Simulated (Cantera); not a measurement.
A Cantera script and its output.

```python
import numpy as np
import cantera as ct

gas = ct.Solution("gri30.yaml")
gas.TPX = 1475, 71000, {'H2': 1, 'O2': 0.505, 'N2': 1.9}
reactor = ct.IdealGasReactor(gas, energy="on", clone=False)
net = ct.ReactorNet([reactor])
net.rtol, net.atol = 1e-08, 1e-16
show = ['H2', 'O2', 'NO', 'H', 'NO2', 'H2O']
times = np.geomspace(1e-06, 1, 11)

steps = ct.SolutionArray(gas, extra=["t"])
rows = []
print(f"{'t/s':>10s}{'T/K':>9s}{'P/Pa':>11s}" + "".join(f"{s:>11s}" for s in show))
for t in times:
    while net.time < t:
        t_next = net.step()
        steps.append(gas.state, t=t_next)
    rows.append([np.interp(t, steps.t, y) for y in (steps.T, steps.P, *steps(*show).X.T)])
    print(f"{t:10.3e}{rows[-1][0]:9.1f}{rows[-1][1]:11.4g}" + "".join(f"{x:11.3e}" for x in rows[-1][2:]))
rate = np.gradient(steps.T, steps.t)
print("integrator steps:", len(steps.t))
if steps.T.max() > steps.T[0] + 200:
    print(f"time of steepest temperature rise: {steps.t[rate.argmax()]:.4e} s")
gas.TPX = 1475, 71000, {'H2': 1, 'O2': 0.505, 'N2': 1.9}
gas.equilibrate("UV")
print(f"equilibrium (UV): T = {gas.T:.1f} K  " + "  ".join(f"{s} {gas[s].X[0]:.3e}" for s in show))
```

Result:

```
       t/s      T/K       P/Pa         H2         O2         NO          H        NO2        H2O
 1.000e-06   1475.0    7.1e+04  2.937e-01  1.483e-01  2.094e-17  1.685e-07  9.797e-24  4.310e-08
 3.981e-06   1475.0    7.1e+04  2.937e-01  1.483e-01  1.558e-15  2.486e-06  9.946e-21  2.303e-06
 1.585e-05   1489.6  7.168e+04  2.735e-01  1.398e-01  4.523e-09  1.152e-02  3.569e-13  1.383e-02
 6.310e-05   2613.7  1.176e+05  6.270e-02  2.597e-02  1.896e-04  4.879e-02  2.132e-08  2.082e-01
 2.512e-04   2951.2  1.296e+05  5.616e-02  1.942e-02  4.130e-03  2.853e-02  8.529e-07  2.326e-01
 1.000e-03   2943.4  1.292e+05  5.741e-02  1.753e-02  1.067e-02  2.810e-02  2.106e-06  2.326e-01
 3.981e-03   2942.6  1.291e+05  5.753e-02  1.736e-02  1.126e-02  2.806e-02  2.213e-06  2.326e-01
 1.585e-02   2942.6  1.291e+05  5.753e-02  1.736e-02  1.126e-02  2.806e-02  2.213e-06  2.326e-01
 6.310e-02   2942.6  1.291e+05  5.753e-02  1.736e-02  1.126e-02  2.806e-02  2.213e-06  2.326e-01
 2.512e-01   2942.6  1.291e+05  5.753e-02  1.736e-02  1.126e-02  2.806e-02  2.213e-06  2.326e-01
 1.000e+00   2942.6  1.291e+05  5.753e-02  1.736e-02  1.126e-02  2.806e-02  2.213e-06  2.326e-01
integrator steps: 1154
time of steepest temperature rise: 1.9755e-05 s
equilibrium (UV): T = 2942.6 K  H2 5.753e-02  O2 1.736e-02  NO 1.126e-02  H 2.806e-02  NO2 2.213e-06  H2O 2.326e-01
```

Computed with Cantera and GRI-Mech 3.0 (53 species, 325 reactions).
